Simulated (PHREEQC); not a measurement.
Solution (25 °C): 25 mmol/kgw KOH, 6.5 mmol/kgw NaAlO2 and 0.042 mmol/kgw Na2CO3. Closed to the air; pH follows from the charge balance.

Equilibrium calculation in PHREEQC: ion-association model, phreeqc.dat.

### Question
The ionic strength comes out as 0.0316 mol/kgw. What activity coefficients do Al(OH)4-, OH-, CO3-2, Na+, NaCO3- get?

### Answer
Al(OH)4- 0.85, OH- 0.84, CO3-2 0.53, Na+ 0.85, NaCO3- 0.85.

No solid was allowed to form.
